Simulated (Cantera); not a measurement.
An isothermal, constant-pressure homogeneous reactor starts with 4.53 % H₂, 94.3 % O₂, 1.13 % N₂, equivalence ratio 0.024, at 1450 K and 0.00320 bar.

Computed with Cantera and GRI-Mech 3.0 (53 species, 325 reactions). Radical loss at walls, strong at low pressure, is not modelled. The temperature is held fixed by assumption; the heat of reaction is taken as removed at once.

Predict: x(H₂) at 1.00 s; x(O₂) at 1.00 s; x(OH) at 1.00 s; x(HO₂) at 1.00 s; x(H₂O) at 1.00 s; x(H₂O₂) at 1.00 s; x(H) at 1.00 s.


```
Item                                                 Result
-----------------  ----------------------------------------
x(H₂) at 1.00 s    0.000451 (gas-phase equilibrium 8.03e-7)
x(O₂) at 1.00 s         0.918 (gas-phase equilibrium 0.942)
x(OH) at 1.00 s    0.00487 (gas-phase equilibrium 0.000208)
x(HO₂) at 1.00 s    3.02e-7 (gas-phase equilibrium 6.69e-8)
x(H₂O) at 1.00 s      0.0417 (gas-phase equilibrium 0.0462)
x(H₂O₂) at 1.00 s  8.47e-9 (gas-phase equilibrium 3.91e-10)
x(H) at 1.00 s      0.00219 (gas-phase equilibrium 1.51e-7)
```
